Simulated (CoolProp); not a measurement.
Vapour-liquid equilibrium of acetone (1) + toluene (2) at 5.65 bar; x and y are mole fractions of (1).

The numbers come from the multi-fluid Helmholtz-energy mixture model, Lemmon 2006 and Lemmon 2006; pair parameters Bell 2016 in CoolProp.

```csv
x,bubble temperature (K),y at the bubble point,dew temperature at overall composition x (K),liquid density (mol/L)
0.05,448.9,0.178,455.4,[?]
0.2,430.1,0.499,447.8,8.307
0.35,[?],0.668,439.4,8.826
0.5,409.5,0.775,430.0,9.359
0.65,402.7,[?],419.4,9.932
0.8,396.9,0.921,[?],10.57
0.95,391.8,0.981,394.5,11.28
```

Task: What belongs in the gaps?

Result: 
- 0.05, liquid density (mol/L): 7.758
- 0.35, bubble temperature (K): 418.1
- 0.65, y at the bubble point: 0.855
- 0.8, dew temperature at overall composition x (K): 407.4

No azeotrope shows between x = 0.05 and 0.95.

Pair parameters are fitted to limited data, so mixtures are less certain than the pure fluids.
